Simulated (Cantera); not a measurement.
A Cantera script and its output.

```python
import numpy as np
import cantera as ct

gas = ct.Solution("gri30.yaml")
gas.TPX = 350, 570000, {'CH4': 1, 'H2': 0.13, 'O2': 1.59, 'N2': 5.97}
flame = ct.FreeFlame(gas, width=0.012)
flame.set_refine_criteria(ratio=3, slope=0.08, curve=0.16)
flame.transport_model = "mixture-averaged"
flame.solve(loglevel=0, auto=True)
flame.transport_model = "multicomponent"
flame.soret_enabled = False
flame.solve(loglevel=0, refine_grid=True)
z, T = flame.grid, flame.T
thick = (T[-1] - T[0]) / np.gradient(T, z).max()
show = ['CH4', 'H2', 'O2', 'CO', 'CH2O', 'OH']
print(f"laminar burning velocity  {flame.velocity[0] * 100:.3f} cm/s")
print(f"burnt temperature         {T[-1]:.1f} K")
print(f"thermal thickness         {thick * 1e3:.4f} mm")
print(f"grid points               {len(z)}")
z0 = z[flame.heat_release_rate.argmax()]
print(f"{'z/mm':>9s}{'T/K':>9s}{'u/(m/s)':>9s}" + "".join(f"{s:>11s}" for s in show))
rows = []
for k in (-3, -2, -1.5, -1, -0.5, -0.25, 0, 0.25, 0.5, 1, 2, 4, 8):
    zz = z0 + k * thick
    rows.append([k * thick, np.interp(zz, z, T), np.interp(zz, z, flame.velocity),
                 *(np.interp(zz, z, flame.X[gas.species_index(s)]) for s in show)])
    print(f"{rows[-1][0] * 1e3:9.3f}{rows[-1][1]:9.1f}{rows[-1][2]:9.3f}" + "".join(f"{x:11.3e}" for x in rows[-1][3:]))
```

It prints:

```
laminar burning velocity  13.742 cm/s
burnt temperature         2106.9 K
thermal thickness         0.2271 mm
grid points               137
     z/mm      T/K  u/(m/s)        CH4         H2         O2         CO       CH2O         OH
   -0.681    350.5    0.138  1.149e-01  1.609e-02  1.827e-01  5.929e-06  7.002e-08  2.499e-14
   -0.454    355.1    0.140  1.144e-01  1.822e-02  1.821e-01  7.975e-05  1.434e-06  3.036e-12
   -0.341    380.9    0.151  1.128e-01  2.118e-02  1.800e-01  5.682e-04  1.526e-05  1.042e-10
   -0.227    533.2    0.213  1.037e-01  2.657e-02  1.683e-01  4.194e-03  1.674e-04  4.164e-09
   -0.114   1077.0    0.437  6.788e-02  3.361e-02  1.182e-01  2.248e-02  1.091e-03  1.509e-06
   -0.057   1499.0    0.614  3.691e-02  3.713e-02  7.169e-02  4.081e-02  1.102e-03  2.740e-05
    0.000   1873.7    0.773  1.053e-02  3.952e-02  2.595e-02  5.785e-02  3.106e-04  2.544e-04
    0.057   2036.0    0.841  2.311e-03  4.052e-02  6.116e-03  6.190e-02  7.458e-05  5.226e-04
    0.114   2080.8    0.858  8.371e-04  4.185e-02  1.503e-03  6.099e-02  2.300e-05  4.808e-04
    0.227   2100.8    0.865  3.111e-04  4.365e-02  1.609e-04  5.963e-02  5.107e-06  3.048e-04
    0.454   2106.4    0.867  1.337e-04  4.484e-02  8.718e-06  5.913e-02  1.290e-06  1.862e-04
    0.909   2107.3    0.868  4.798e-05  4.537e-02  1.326e-06  5.922e-02  3.654e-07  1.490e-04
    1.817   2107.1    0.868  6.973e-06  4.555e-02  1.157e-06  5.937e-02  5.608e-08  1.446e-04
```

Model: GRI-Mech 3.0 (53 species, 325 reactions), integrated in Cantera. Burning velocities carry a grid error of a few per cent, more on coarse grids.
